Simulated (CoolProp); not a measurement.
Vapour-liquid equilibrium of methanol (1) + dimethyl carbonate (2) at 0.501 MPa; x and y are mole fractions of (1).

Computed with CoolProp (multi-fluid Helmholtz-energy mixture model, de Reuck 1993 and Zhou 2011; pair parameters Bell 2016).

```json
[
 {"x": "0.05", "bubble temperature, mixture model (°C)": "…", "bubble temperature, Raoult's law (°C)": "146.3", "y, mixture model": "…", "y, Raoult's law": "0.127"},
 {"x": "0.125", "bubble temperature, mixture model (°C)": "133.4", "bubble temperature, Raoult's law (°C)": "141.4", "y, mixture model": "0.369", "y, Raoult's law": "0.282"},
 {"x": "0.2", "bubble temperature, mixture model (°C)": "127.6", "bubble temperature, Raoult's law (°C)": "137.2", "y, mixture model": "0.484", "y, Raoult's law": "0.406"},
 {"x": "0.275", "bubble temperature, mixture model (°C)": "123.4", "bubble temperature, Raoult's law (°C)": "133.5", "y, mixture model": "0.564", "y, Raoult's law": "0.507"},
 {"x": "0.35", "bubble temperature, mixture model (°C)": "120.4", "bubble temperature, Raoult's law (°C)": "130.3", "y, mixture model": "0.622", "y, Raoult's law": "0.592"},
 {"x": "0.425", "bubble temperature, mixture model (°C)": "…", "bubble temperature, Raoult's law (°C)": "127.3", "y, mixture model": "0.669", "y, Raoult's law": "0.665"},
 {"x": "0.5", "bubble temperature, mixture model (°C)": "…", "bubble temperature, Raoult's law (°C)": "124.7", "y, mixture model": "…", "y, Raoult's law": "0.728"},
 {"x": "0.575", "bubble temperature, mixture model (°C)": "114.9", "bubble temperature, Raoult's law (°C)": "122.2", "y, mixture model": "…", "y, Raoult's law": "0.783"},
 {"x": "0.65", "bubble temperature, mixture model (°C)": "113.8", "bubble temperature, Raoult's law (°C)": "120.0", "y, mixture model": "0.776", "y, Raoult's law": "0.831"},
 {"x": "0.725", "bubble temperature, mixture model (°C)": "112.9", "bubble temperature, Raoult's law (°C)": "117.9", "y, mixture model": "0.810", "y, Raoult's law": "0.875"},
 {"x": "0.8", "bubble temperature, mixture model (°C)": "112.2", "bubble temperature, Raoult's law (°C)": "116.0", "y, mixture model": "0.848", "y, Raoult's law": "0.913"},
 {"x": "0.875", "bubble temperature, mixture model (°C)": "…", "bubble temperature, Raoult's law (°C)": "114.2", "y, mixture model": "0.894", "y, Raoult's law": "0.949"},
 {"x": "0.95", "bubble temperature, mixture model (°C)": "111.4", "bubble temperature, Raoult's law (°C)": "112.5", "y, mixture model": "0.951", "y, Raoult's law": "0.980"}
]
```

What belongs in the gaps?


- 0.05, bubble temperature, mixture model (°C): 141.9
- 0.05, y, mixture model: 0.190
- 0.425, bubble temperature, mixture model (°C): 118.1
- 0.5, bubble temperature, mixture model (°C): 116.3
- 0.5, y, mixture model: 0.707
- 0.575, y, mixture model: 0.742
- 0.875, bubble temperature, mixture model (°C): 111.6

The largest gap from Raoult's law is -10.1 K in bubble temperature, at x = 0.275. No azeotrope shows between x = 0.05 and 0.95.

Pair parameters are fitted to limited data, so mixtures are less certain than the pure fluids.
